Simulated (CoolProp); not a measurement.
A Linde-Hampson liquefier for carbon monoxide: isothermal reversible compression at 290 K from 1 atm to 5 MPa, throttling to 1 atm, return gas leaving the recuperator 5 K below the feed. Each further row changes one setting.

The numbers come from the reference Helmholtz-energy equation of state, Lemmon 2006 in CoolProp. It is a short technical equation, of lower accuracy than the large ones.

```tsv
case	liquid yield per pass	compression work (kJ/kg of gas)
as stated	…	334
high pressure 10 MPa	0.045	393
warm-end temperature 320 K	…	…
warm-end gap 10 K	0.006	334
```

Question: Fill in the missing entries.

Answer: 
- as stated, liquid yield per pass: 0.018
- warm-end temperature 320 K, liquid yield per pass: 0.011
- warm-end temperature 320 K, compression work (kJ/kg of gas): 370
